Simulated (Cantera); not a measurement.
# Moist CO burnout

An isothermal, constant-pressure homogeneous reactor starts with 0.751 % CO, 0.326 % O₂, 0.0504 % H₂O, 98.9 % N₂, at 1123 K and 1.00 bar.

Model: GRI-Mech 3.0 (53 species, 325 reactions), integrated in Cantera.

```json
[
 {"t (s)": "9.00e-5", "x CO": "0.00751", "x O₂": "0.00326", "x H₂O": "0.000504", "x O": "2.93e-11", "x HO₂": "<1e-12", "x H₂O₂": "<1e-12"},
 {"t (s)": "0.000404", "x CO": "0.00751", "x O₂": "0.00326", "x H₂O": "0.000504", "x O": "1.29e-10", "x HO₂": "<1e-12", "x H₂O₂": "<1e-12"},
 {"t (s)": "0.00181", "x CO": "0.00751", "x O₂": "0.00326", "x H₂O": "0.000504", "x O": "5.73e-10", "x HO₂": "2.16e-11", "x H₂O₂": "<1e-12"},
 {"t (s)": "0.00815", "x CO": "0.00751", "x O₂": "0.00326", "x H₂O": "0.000504", "x O": "4.33e-9", "x HO₂": "8.88e-10", "x H₂O₂": "<1e-12"},
 {"t (s)": "0.0366", "x CO": "0.00750", "x O₂": "0.00325", "x H₂O": "0.000503", "x O": "4.32e-6", "x HO₂": "4.71e-7", "x H₂O₂": "3.39e-9"},
 {"t (s)": "0.164", "x CO": "0.00151", "x O₂": "0.000267", "x H₂O": "0.000459", "x O": "2.17e-5", "x HO₂": "1.17e-7", "x H₂O₂": "3.18e-9"},
 {"t (s)": "0.738", "x CO": "0.000932", "x O₂": "1.40e-7", "x H₂O": "0.000445", "x O": "2.06e-8", "x HO₂": "6.84e-11", "x H₂O₂": "2.01e-11"},
 {"t (s)": "3.31", "x CO": "0.000934", "x O₂": "2.81e-9", "x H₂O": "0.000447", "x O": "2.42e-10", "x HO₂": "1.25e-12", "x H₂O₂": "<1e-12"},
 {"t (s)": "14.9", "x CO": "0.000934", "x O₂": "2.05e-10", "x H₂O": "0.000448", "x O": "3.69e-12", "x HO₂": "<1e-12", "x H₂O₂": "<1e-12"},
 {"t (s)": "66.8", "x CO": "0.000934", "x O₂": "3.28e-11", "x H₂O": "0.000448", "x O": "<1e-12", "x HO₂": "<1e-12", "x H₂O₂": "<1e-12"},
 {"t (s)": "300", "x CO": "0.000934", "x O₂": "1.78e-12", "x H₂O": "0.000448", "x O": "<1e-12", "x HO₂": "<1e-12", "x H₂O₂": "<1e-12"}
]
```
x: mole fraction; the columns are a selection and need not sum to one.

Equilibrium at this temperature and pressure: CO 0.000934, O₂ <1e-12, H₂O 0.000448, O <1e-12, HO₂ <1e-12, H₂O₂ <1e-12 (gas phase only).
